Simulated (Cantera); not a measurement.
A Cantera script and what it prints.

```python
import numpy as np
import cantera as ct

gas_names = [...]  # 87 gases of nasa_gas.yaml made of C, H, Si
cond_names = """
    C(gr) C6H6(L) C7H8(L) C8H18(L),n-octa Si(cr) Si(L) SiC(b)
""".split()


# ... load() reads the species with a 1 bar reference pressure and builds the phases ...
atoms = {
    'Si(CH3)4': {'Si': 1, 'C': 4, 'H': 12},
    'C2H4': {'C': 2, 'H': 4},
    'H2': {'H': 2},
}
top_T = {'C(gr)': 4500, 'SiC(b)': 3050}  # K; cautious upper limits of use, not melting points


# ... equilibrate(T, P, feed) seeds the gas with the atoms and calls Mixture.equilibrate('TP', solver="vcs", rtol=1e-11, max_steps=5000) ...
results = []
feed = {'Si(CH3)4': 1, 'C2H4': 0.28, 'H2': 3.5}  # mol
T = 1073.15  # K
P = 10000  # Pa
mix = equilibrate(T, P, feed)
results.append((T, P, feed, dict(zip(mix.species_names, mix.species_moles))))
print(gas.report(threshold=0.0001))
for i in range(1, mix.n_phases):
    print(f"{mix.phase(i).name:16s} {mix.phase_moles(i):12.5e} mol")
```

Result:

```
       temperature   1073.2 K
          pressure   10000 Pa
           density   0.0023309 kg/m^3
  mean mol. weight   2.0798 kg/kmol
   phase of matter   gas

                          1 kg             1 kmol
                     ---------------   ---------------
          enthalpy        1.0897e+07        2.2663e+07  J
   internal energy        6.6067e+06         1.374e+07  J
           entropy             90467        1.8815e+05  J/K
    Gibbs function       -8.6188e+07       -1.7925e+08  J
 heat capacity c_p             14770             30719  J/K
 heat capacity c_v             10772             22404  J/K

                      mass frac. Y      mole frac. X     chem. pot. / RT
                     ---------------   ---------------   ---------------
               CH4          0.035073         0.0045468           -41.608
                H2           0.96493           0.99545           -19.991
     [  +85 minor]         1.313e-06        1.4183e-07

C(gr)             3.51446e+00 mol
Si(cr)            0.00000e+00 mol
SiC(b)            1.00000e+00 mol
```

Method: chemical equilibrium by Gibbs-energy minimisation in Cantera with the NASA 1993 tables (ideal gas, pure condensed phases).
